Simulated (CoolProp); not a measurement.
Vapour pressure (MPa) of water: the reference equation beside estimates from Tc = 373.9 °C, pc = 22.06 MPa, ω = 0.344. Clausius-Clapeyron is anchored at 124.75 °C with a constant enthalpy of vaporisation of 39.43 kJ/mol.

The numbers come from the reference Helmholtz-energy equation of state, Wagner 2002 in CoolProp.

| T (°C) | reference | Clausius-Clapeyron | van der Waals | Redlich-Kwong | Soave-Redlich-Kwong | Peng-Robinson |
|---|---|---|---|---|---|---|
| 124.75 | 0.2305 | 0.2305 | 2.205 | 0.5819 | 0.2187 | 0.2236 |
| 137.25 | 0.3343 | 0.3313 | 2.621 | 0.7905 | 0.3221 | 0.3270 |
| 149.75 | 0.4730 | 0.4662 | 3.086 | 1.051 | 0.4617 | 0.4660 |
| 162.35 | 0.6561 | 0.6449 | 3.608 | 1.372 | 0.6475 | 0.6502 |
| 174.85 | 0.8895 | 0.8739 | 4.180 | 1.757 | 0.8859 | 0.8859 |
| 187.35 | 1.184 | 1.165 | 4.809 | 2.214 | 1.188 | 1.184 |
| 199.85 | 1.550 | 1.529 | 5.496 | 2.751 | 1.566 | 1.556 |
| 212.35 | 1.999 | 1.979 | 6.243 | 3.375 | 2.030 | 2.012 |
| 224.95 | 2.547 | 2.534 | 7.060 | 4.098 | 2.598 | 2.570 |
| 237.45 | 3.199 | 3.199 | 7.934 | 4.916 | 3.274 | 3.234 |
| 249.95 | 3.973 | 3.995 | 8.875 | 5.841 | 4.075 | 4.022 |

Absolute difference from the reference over all 11 rows, mean and median: Clausius-Clapeyron 1.0 and 1.0 %, van der Waals 375.9 and 306.2 %, Redlich-Kwong 92.1 and 87.0 %, Soave-Redlich-Kwong 2.1 and 2.0 %, Peng-Robinson 1.1 and 0.9 %.
